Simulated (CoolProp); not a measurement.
Model: reference Helmholtz-energy equation of state, Lemmon 2022, in CoolProp.

Problem. For R1234yf, give the phase and the cp (kJ/(kg K)), isothermal compressibility (1/MPa), viscosity (µPa s), fugacity coefficient at 314.7 K and 3930 kPa.

Solution. 
- 314.7 K and 3930 kPa: liquid; cp 1.42, isothermal compressibility 0.00811, viscosity 130, fugacity coefficient 0.247

Viscosity comes from a separate model (Bell 2016), an estimate that may be off by 10 % or more.
